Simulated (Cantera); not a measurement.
**Transport properties of process gases**

Gas mixture: 100 % N2, at 0.710 bar, frozen composition.

Cantera's kinetic-theory transport with the Lennard-Jones parameters of GRI-Mech 3.0, ideal gas; thermal conductivity in the mixture-averaged form.

| T (K) | ρ (kg/m³) | cp (J/kg/K) | μ (µPa s) | λ (mW/m/K) | Pr | D (cm²/s) H2O | D (cm²/s) OH | D (cm²/s) CH4 |
|---|---|---|---|---|---|---|---|---|
| 400 | 0.598 | 1047 | 22.3 | 32.8 | 0.713 | 0.565 | 0.747 | 0.533 |
| 550 | 0.435 | 1065 | 27.9 | 42.1 | 0.706 | 1.02 | 1.28 | 0.924 |
| 700 | 0.342 | 1095 | 32.8 | 51.2 | 0.702 | 1.59 | 1.93 | 1.39 |
| 850 | 0.281 | 1134 | 37.3 | 60.0 | 0.705 | 2.24 | 2.67 | 1.93 |
| 1000 | 0.239 | 1169 | 41.5 | 68.6 | 0.708 | 2.97 | 3.49 | 2.54 |
| 1150 | 0.208 | 1195 | 45.5 | 76.9 | 0.707 | 3.79 | 4.41 | 3.21 |
| 1300 | 0.184 | 1218 | 49.2 | 84.8 | 0.706 | 4.67 | 5.40 | 3.93 |
| 1450 | 0.165 | 1237 | 52.8 | 92.6 | 0.706 | 5.62 | 6.48 | 4.71 |
D: mixture-averaged diffusion coefficient of that species in the mixture.
